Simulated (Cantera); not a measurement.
A Cantera script and what it prints.

```python
import numpy as np
import cantera as ct

gas_names = """
    CL CL2 H HCL H2 Si SiCL SiCL2 SiCL3 SiCL4 SiH SiHCL3 SiH2 SiH2CL2 SiH3 SiH3CL SiH4 Si2 Si3
""".split()
cond_names = """
    Si(cr) Si(L)
""".split()


def load(file, names, dense=False):
    # The tables refer to 1 bar. Condensed volumes are neglected.
    table = {s.name: s for s in ct.Species.list_from_file(file)}
    out = []
    for n in names:
        d = dict(table[n].input_data)
        d["thermo"] = dict(d["thermo"], **{"reference-pressure": 1e5})
        if dense:
            d["equation-of-state"] = {"model": "constant-volume", "density": "1e6 g/cm^3"}
        out.append(ct.Species.from_dict(d))
    return out


gas = ct.Solution(thermo="ideal-gas", species=load("nasa_gas.yaml", gas_names))
cond = {s.name: ct.Solution(thermo="fixed-stoichiometry", species=[s], name=s.name)
        for s in load("nasa_condensed.yaml", cond_names, dense=True)}
atoms = {
    'Si2H6': {'Si': 2, 'H': 6},
    'HCl': {'H': 1, 'CL': 1},
    'H2': {'H': 2},
}
top_T = {}  # K; cautious upper limits of use, not melting points


def equilibrate(T, P, feed):
    n = {}
    for name, mol in feed.items():
        for a, k in atoms[name].items():
            n[a] = n.get(a, 0.0) + k * mol
    gas.TPX = T, P, n
    mass = sum(n.values()) * gas.mean_molecular_weight
    gas.equilibrate("TP")
    valid = [c for c in cond.values() if c.min_temp <= T <= top_T.get(c.name, c.max_temp)]
    mix = ct.Mixture([(gas, mass / gas.mean_molecular_weight)] + [(c, 0.0) for c in valid])
    mix.T, mix.P = T, P
    mix.equilibrate("TP", solver="vcs", rtol=1e-11, max_steps=5000)
    return mix


results = []
T = 1298  # K
P = 38000  # Pa
for m in [0.26, 0.35, 0.47, 0.64, 0.86, 1.2, 1.6, 2.1, 2.9]:
    feed = {'Si2H6': 1, 'HCl': m, 'H2': 6.4}  # mol
    mix = equilibrate(T, P, feed)
    results.append((T, P, feed, dict(zip(mix.species_names, mix.species_moles))))

top = {s: max(r[3][s] / sum(r[3][g] for g in gas_names) for r in results) for s in gas_names}
cols = sorted((s for s in top if top[s] > 1e-05), key=lambda s: -top[s])[:6]
seen = [c for c in cond_names if any(r[3].get(c, 0) > 1e-12 for r in results)]
print("log10 of partial pressures in bar; condensed amounts in mol")
print(f"{'n(HCl)':>10s}" + "".join(f"{s[:9]:>10s}" for s in cols + seen))
for T, P, feed, n in results:
    ng = sum(n[g] for g in gas_names)
    print(f"{feed['HCl']:10.4g}" + "".join(f"{np.log10(max(n[s] / ng * P / 1e5, 1e-99)):10.3f}" for s in cols)
          + "".join(f"{n.get(c, 0):10.4g}" for c in seen))
```

It prints:

```
log10 of partial pressures in bar; condensed amounts in mol
    n(HCl)        H2       HCL     SiCL4     SiCL2    SiHCL3     SiCL3    Si(cr)
      0.26    -0.431    -2.083    -4.164    -3.310    -3.857    -4.126     1.979
      0.35    -0.434    -1.992    -3.794    -3.126    -3.581    -3.848     1.965
      0.47    -0.437    -1.911    -3.464    -2.961    -3.336    -3.601     1.942
      0.64    -0.441    -1.837    -3.157    -2.807    -3.107    -3.370     1.906
      0.86    -0.446    -1.774    -2.897    -2.677    -2.914    -3.175     1.855
       1.2    -0.453    -1.712    -2.636    -2.547    -2.723    -2.980     1.771
       1.6    -0.460    -1.666    -2.436    -2.447    -2.576    -2.830     1.669
       2.1    -0.468    -1.627    -2.265    -2.361    -2.452    -2.701     1.539
       2.9    -0.478    -1.586    -2.082    -2.270    -2.320    -2.564     1.328
```

Method: chemical equilibrium by Gibbs-energy minimisation in Cantera with the NASA 1993 tables (ideal gas, pure condensed phases). The feed counts by its element totals alone. The tables' values for SiCl3 are old estimates; treat these amounts as uncertain.
